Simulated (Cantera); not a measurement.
Charge: 1 mol SiHCl₃, 0.044 mol CH₄, 6.3 mol H₂, equilibrated at 1523 K and 0.0133 bar.

These are equilibrium values from Cantera (NASA tables, ideal gas, pure condensed phases), not measurements of a reactor. Candidate condensed phases: C, C₆H₆, C₇H₈, C₈H₁₈, Si, SiC; 109 gas species. Mutual solubility and eutectic melting of coexisting phases are not modelled. The tables' values for SiCl₃, SiCl are old estimates; treat these amounts as uncertain. The numbers say what is thermodynamically allowed, not how fast it happens.

Base state: H₂ 0.749, HCl 0.149, SiCl₂ 0.0970, SiCl₃ 0.00415, SiCl₄ 0.000532, SiHCl₃ 0.000300, H 0.000173, Cl 2.77e-5 (mole fractions); condensed: Si(s) + SiC(s).

Task: What changes in the equilibrium state with this change: pressure from 0.0133 bar to 0.100 bar?

Result: 
```json
[
 {"species": "H₂", "before": "0.749", "after": "0.757"},
 {"species": "HCl", "before": "0.149", "after": "0.141"},
 {"species": "SiCl₂", "before": "0.0970", "after": "0.0863"},
 {"species": "SiH₂Cl₂", "before": "2.72e-5", "after": "0.000183"},
 {"species": "SiHCl₃", "before": "0.000300", "after": "0.00190"},
 {"species": "SiCl₄", "before": "0.000532", "after": "0.00315"},
 {"species": "Si(s), mol", "before": "0.103", "after": "0.117"},
 {"species": "SiC(s), mol", "before": "0.0440", "after": "0.0440"}
]
```
The tables' values for SiCl₃ are old estimates; treat these amounts as uncertain.

Task: What changes in the equilibrium state with this change: SiHCl₃ replaced by SiH₂Cl₂?

Result: 
```tsv
species	before	after
H₂	0.749	0.822
HCl	0.149	0.119
SiCl₂	0.0970	0.0564
SiCl₄	0.000532	0.000180
SiCl₃	0.00415	0.00184
SiHCl₃	0.000300	0.000139
SiH₂Cl₂	2.72e-5	1.74e-5
Si(s), mol	0.103	0.465
SiC(s), mol	0.0440	0.0440
```
